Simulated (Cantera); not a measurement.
A freely propagating, adiabatic, planar premixed flame of H2 : O2 : N2 = 1 : 0.725 : 2.75 (molar parts), unburnt at 700 K and 220000 Pa; mixture-averaged transport, grid criteria slope 0.08 and curve 0.16, no radiation.

Detailed kinetics in Cantera: the H2/O2 subset of GRI-Mech 3.0, which has no nitrogen chemistry. The hydrogen kinetics of GRI-Mech 3.0 are dated; newer H2 mechanisms differ, most at raised pressure. Burning velocities carry a grid error of a few per cent, more on coarse grids. Lean hydrogen flames are cellular in practice and burn faster than this planar one.

Task: Predict: laminar burning velocity; thermal thickness; peak x(HO2); peak x(H2O2); peak x(O); peak x(H).

Result: 
```json
{
 "laminar_burning_velocity": "709 cm/s",
 "thermal_thickness": "0.171 mm",
 "peak x(HO2)": "0.000440",
 "peak x(H2O2)": "2.44e-5",
 "peak x(O)": "0.0128",
 "peak x(H)": "0.0257"
}
```
